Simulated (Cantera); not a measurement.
## Equilibrium for silicon nitride deposition: Si₂Cl₆ + NH₃ + H₂

Feed: 1 mol Si₂Cl₆, 0.16 mol NH₃, 14 mol H₂, held at 0.383 Torr.

Method: chemical equilibrium by Gibbs-energy minimisation in Cantera with the NASA 1993 tables (ideal gas, pure condensed phases). Candidate condensed phases: NH₄Cl, Si, Si₃N₄; 28 gas species. The feed counts by its element totals alone. Mutual solubility and eutectic melting of coexisting phases are not modelled. The tables' values for SiCl₃, SiCl, SiN are old estimates; treat these amounts as uncertain. Gases not in the tables: Si₂H₆ and higher silanes. Rates play no part.

From 925 K to 1325 K the condensed part is Si(s) + Si₃N₄(s). From 1425 K to 1625 K the condensed part is Si(s). From 1725 K to 1825 K the condensed part is Si(l). From 1925 K to 2025 K nothing is condensed. The main Si-bearing gas is SiCl₄ at 925 K and SiCl₂ at 2025 K.

```tsv
T (K)	x H₂	x HCl	x SiCl₂	x SiCl₄	x H	x Si	x Cl	n Si(s)	n Si₃N₄(s)	n Si(l)
925	0.876	0.0355	0.00208	0.0778	1.08e-8	<1e-12	4.22e-10	0.468	0.0400	0
1025	0.838	0.0790	0.0133	0.0578	1.77e-7	1.29e-12	1.53e-8	0.546	0.0400	0
1125	0.787	0.130	0.0454	0.0255	1.75e-6	1.37e-10	2.56e-7	0.491	0.0400	0
1225	0.756	0.155	0.0772	0.00483	1.20e-5	6.78e-9	2.11e-6	0.352	0.0390	0
1325	0.748	0.156	0.0895	0.000652	6.26e-5	1.85e-7	1.10e-5	0.316	0.0240	0
1425	0.746	0.153	0.0943	0.000102	0.000261	3.16e-6	4.37e-5	0.337	0	0
1525	0.747	0.149	0.0973	1.98e-5	0.000905	3.70e-5	0.000145	0.298	0	0
1625	0.747	0.145	0.0991	4.70e-6	0.00270	0.000319	0.000414	0.260	0	0
1725	0.741	0.145	0.0981	1.35e-6	0.00708	0.00199	0.00107	0	0	0.231
1825	0.723	0.149	0.0922	4.59e-7	0.0166	0.00892	0.00261	0	0	0.156
1925	0.682	0.162	0.0776	1.81e-7	0.0350	0.0261	0.00626	0	0	0
2025	0.620	0.188	0.0526	7.54e-8	0.0671	0.0450	0.0151	0	0	0
```
x: gas mole fraction; n: condensed amount in mol.
